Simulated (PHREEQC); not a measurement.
Solution (20 °C): 9.5 mmol/kgw MnCl2. Closed to the air; pH follows from the charge balance.

Model: ion-association model, wateq4f.dat, run in PHREEQC.

**Question.** The ionic strength comes out as 0.0277 mol/kgw. What activity coefficients do MnCl+, Cl-, Mn+2 get?

**Answer.** MnCl+ 0.86, Cl- 0.85, Mn+2 0.56.

Precipitation was switched off in this run.
